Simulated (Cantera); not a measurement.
**Boron, boron nitride and boron oxide: B2O3 + O2 + H2**

Charge: 1 mol B2O3, 0.33 mol O2, 1.5 mol H2, held at 10.0 Torr.

Cantera equilibrium calculation (NASA polynomials, part measured and part estimated; ideal gas, pure solids and liquids). Candidate condensed phases: B, B2O3, B3O3H3, H2O; 23 gas species. Gases not in the tables: H3BO3. The numbers say what is thermodynamically allowed, not how fast it happens.

| T (°C) | x H2 | x H2O | x HBO2 | x B2O3 | n B2O3(l) |
|---|---|---|---|---|---|
| 575 | 0.561 | 0.437 | 3.40e-6 | <1e-12 | 0.995 |
| 675 | 0.560 | 0.438 | 4.75e-5 | 1.81e-11 | 0.997 |
| 775 | 0.560 | 0.439 | 0.000392 | 2.24e-9 | 0.998 |
| 875 | 0.560 | 0.438 | 0.00219 | 1.16e-7 | 0.997 |
| 975 | 0.558 | 0.433 | 0.00913 | 3.11e-6 | 0.992 |
| 1075 | 0.552 | 0.418 | 0.0300 | 5.01e-5 | 0.977 |
| 1175 | 0.537 | 0.382 | 0.0804 | 0.000539 | 0.936 |
| 1275 | 0.508 | 0.311 | 0.177 | 0.00421 | 0.847 |
| 1375 | 0.457 | 0.205 | 0.311 | 0.0252 | 0.668 |
| 1475 | 0.371 | 0.0916 | 0.410 | 0.122 | 0.264 |
| 1575 | 0.327 | 0.0667 | 0.401 | 0.195 | 0 |
| 1675 | 0.323 | 0.0734 | 0.389 | 0.198 | 0 |
x: gas mole fraction; n: condensed amount in mol.

From 575 °C to 1475 °C the condensed part is B2O3(l). From 1575 °C to 1675 °C nothing is condensed.
